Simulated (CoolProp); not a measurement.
The fluid at 298.15 K and 0.153 MPa flows at 7.3 m/s in a round tube of 2 mm bore and 0.25 µm roughness, fully developed (64/Re and Nu = 3.66 if laminar; Colebrook and Gnielinski if turbulent). The same conditions are run with several fluids, on thermodynamics alone (safety and materials aside).

Values from CoolProp's reference Helmholtz-energy equation of state of each fluid (methane: Setzmann 1991; R407C: Lemmon 2003; propylene: Lemmon 2013; R404A: Lemmon 2003). Blends and air are pseudo-pure fits.

```
fluid      Reynolds number  Darcy friction factor  pressure drop (Pa/m)  heat-transfer coefficient (W/(m² K))  mass flow (kg/h)
---------  ---------------  ---------------------  --------------------  ------------------------------------  ----------------
methane               1290                 0.0495                   654                                  62.5            0.0820
R407C                 6500                 0.0349                  2530                                   143             0.450
propylene             4530                 0.0386                  1370                                   132             0.219
R404A                 7390                 0.0337                  2770                                   164             0.510
```

Transport values come from each fluid's own correlations; those of propylene are estimates that may be off by 10 % or more.
